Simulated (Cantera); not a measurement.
A Cantera script and what it prints.

```python
import numpy as np
import cantera as ct

gas_names = """
    N NO NO2 NO3 N2 N2O O O2 O3 Si SiN SiO SiO2 Si2 Si2N Si3
""".split()
cond_names = """
    Si(cr) Si(L) SiO2(Lqz) SiO2(hqz) SiO2(L) Si2N2O(s) Si3N4(a)
""".split()


# ... load() reads the species with a 1 bar reference pressure and builds the phases ...
atoms = {
    'Si': {'Si': 1},
    'O2': {'O': 2},
    'N2': {'N': 2},
}
top_T = {'Si2N2O(s)': 2100, 'Si3N4(a)': 2400}  # K; cautious upper limits of use, not melting points


# ... equilibrate(T, P, feed) seeds the gas with the atoms and calls Mixture.equilibrate('TP', solver="vcs", rtol=1e-11, max_steps=5000) ...
results = []
feed = {'Si': 1, 'O2': 0.0056, 'N2': 2.7}  # mol
T = 1348  # K
P = 51  # Pa
mix = equilibrate(T, P, feed)
results.append((T, P, feed, dict(zip(mix.species_names, mix.species_moles))))
print(gas.report(threshold=1e-05))
for i in range(1, mix.n_phases):
    print(f"{mix.phase(i).name:16s} {mix.phase_moles(i):12.5e} mol")
```

It prints:

```
       temperature   1348 K
          pressure   51 Pa
           density   0.00012747 kg/m^3
  mean mol. weight   28.014 kg/kmol
   phase of matter   gas

                          1 kg             1 kmol
                     ---------------   ---------------
          enthalpy        1.1824e+06        3.3123e+07  J
   internal energy        7.8229e+05        2.1915e+07  J
           entropy             10752         3.012e+05  J/K
    Gibbs function       -1.3311e+07        -3.729e+08  J
 heat capacity c_p            1222.1             34237  J/K
 heat capacity c_v            925.34             25922  J/K

                      mass frac. Y      mole frac. X     chem. pot. / RT
                     ---------------   ---------------   ---------------
                N2           0.99999                 1           -33.271
     [  +15 minor]        6.4582e-06        4.1069e-06

Si(cr)            0.00000e+00 mol
SiO2(hqz)         0.00000e+00 mol
Si2N2O(s)         1.11917e-02 mol
Si3N4(a)          3.25869e-01 mol
```

These are equilibrium values from Cantera (NASA tables, ideal gas, pure condensed phases), not measurements of a reactor. N2 is the only nitrogen source here; it is nearly inert below about 1500 K, so the nitride shown seldom forms there in practice. Mutual solubility and eutectic melting of coexisting phases are not modelled.
